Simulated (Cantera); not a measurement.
Charge: 1 mol B, 0.88 mol H2O, 0.7 mol H2, held at 300 Pa.

Equilibrium computed with Cantera from the NASA thermochemical tables; the gas is ideal and each condensed phase is pure. Candidate condensed phases: B, B2O3, B3O3H3, H2O; 23 gas species. The tables' values for BH2 are old estimates; treat these amounts as uncertain. Equilibrium is a limit: real reactors are often held back by kinetics, nucleation or transport. All values below are at 2023 K.

Base state: H2 0.650, HBO 0.145, BO 0.0885, B2O2 0.0851, H 0.0279, B2O3 0.00148, B2O 0.00138, HBO2 0.000369 (mole fractions); condensed: B(s).

**Question.** What changes in the equilibrium state with this change: pressure from 300 Pa to 2200 Pa?

**Answer.** 
```tsv
species	before	after
H2	0.650	0.678
HBO	0.145	0.164
B2O2	0.0851	0.104
BO	0.0885	0.0361
H	0.0279	0.0105
B	6.49e-5	8.84e-6
B2O3	0.00148	0.00542
HBO2	0.000369	0.00125
H2O	9.95e-6	3.11e-5
B(s), mol	0.120	0.132
```
